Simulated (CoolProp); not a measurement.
Saturation properties of cyclopentane (Tc = 511.7 K, pc = 45.83 bar, ω = 0.202).

Computed with CoolProp (reference Helmholtz-energy equation of state, Gedanitz 2015).

```csv
T (K),p (bar),vapour density (kg/m³),enthalpy of vaporisation (kJ/kg),liquid cp (kJ/(kg K)),liquid conductivity (mW/(m K))
253.9,0.05169,0.1724,436.1,1.617,144
271.3,0.1300,0.4074,___,1.688,137
288.7,0.2877,0.8525,413.1,1.766,130
306.1,0.5737,___,401.1,___,___
323.6,1.054,2.850,388.4,1.941,117
341,1.798,4.696,375.0,2.035,111
358.4,___,7.356,360.6,2.134,105
375.8,4.434,11.06,344.9,2.238,99.1
393.3,6.536,16.14,327.6,2.348,93.5
410.7,9.284,22.93,308.5,2.466,88.1
428.1,12.81,32.01,287.0,2.598,83.0
```

Problem. Complete the blanks.

Solution. 
- 271.3, enthalpy of vaporisation (kJ/kg): 424.7
- 306.1, vapour density (kg/m³): 1.618
- 306.1, liquid cp (kJ/(kg K)): 1.850
- 306.1, liquid conductivity (mW/(m K)): 124
- 358.4, p (bar): 2.893

It boils at 322.4 K under 1 atm.

Thermal conductivity comes from a separate model (Vassiliou 2015).
